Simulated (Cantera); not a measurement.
**Premixed flame**

A freely propagating, adiabatic, planar premixed flame of H2 : O2 : N2 = 1 : 0.312 : 1.17 (molar parts), unburnt at 350 K and 128 Torr; mixture-averaged transport, grid criteria slope 0.08 and curve 0.16, no radiation.

Detailed kinetics in Cantera: the H2/O2 subset of GRI-Mech 3.0, which has no nitrogen chemistry. Burning velocities carry a grid error of a few per cent, more on coarse grids.

| z (mm) | T (K) | u (m/s) | x H2 | x O2 | x H | x O | x H2O2 | x OH |
|---|---|---|---|---|---|---|---|---|
| -11.5 | 350 | 3.17 | 0.403 | 0.126 | <1e-8 | <1e-8 | <1e-8 | <1e-8 |
| -7.64 | 350 | 3.17 | 0.403 | 0.126 | <1e-8 | <1e-8 | <1e-8 | <1e-8 |
| -5.73 | 350 | 3.17 | 0.403 | 0.126 | <1e-8 | <1e-8 | <1e-8 | <1e-8 |
| -3.82 | 350 | 3.17 | 0.403 | 0.126 | <1e-8 | <1e-8 | <1e-8 | <1e-8 |
| -1.91 | 354 | 3.21 | 0.402 | 0.126 | 1.03e-5 | 7.53e-7 | 1.81e-6 | 7.13e-6 |
| -0.955 | 593 | 5.25 | 0.371 | 0.121 | 0.00768 | 0.000130 | 2.64e-5 | 0.000686 |
| 0 | 1051 | 9.01 | 0.244 | 0.0785 | 0.0643 | 0.00408 | 4.44e-7 | 0.00179 |
| 0.955 | 1330 | 11.3 | 0.135 | 0.0154 | 0.108 | 0.00556 | 4.29e-7 | 0.00428 |
| 1.91 | 1436 | 12.1 | 0.122 | 0.00516 | 0.107 | 0.00434 | 3.64e-7 | 0.00519 |
| 3.82 | 1551 | 13.0 | 0.128 | 0.00357 | 0.0935 | 0.00388 | 2.86e-7 | 0.00626 |
| 7.64 | 1678 | 13.9 | 0.136 | 0.00280 | 0.0771 | 0.00326 | 1.79e-7 | 0.00713 |
| 15.3 | 1810 | 14.9 | 0.144 | 0.00195 | 0.0603 | 0.00241 | 9.63e-8 | 0.00745 |
| 30.6 | 1937 | 15.8 | 0.151 | 0.00118 | 0.0444 | 0.00152 | 4.82e-8 | 0.00698 |
x: mole fraction of selected species; z is measured from the peak of heat release.

The laminar burning velocity comes out as 317 cm/s and the thermal thickness is 3.82 mm. The peak x(H) is 0.110 and the peak x(O) is 0.00622. The peak x(H2O2) is 3.51e-5 and the peak x(OH) is 0.00746.
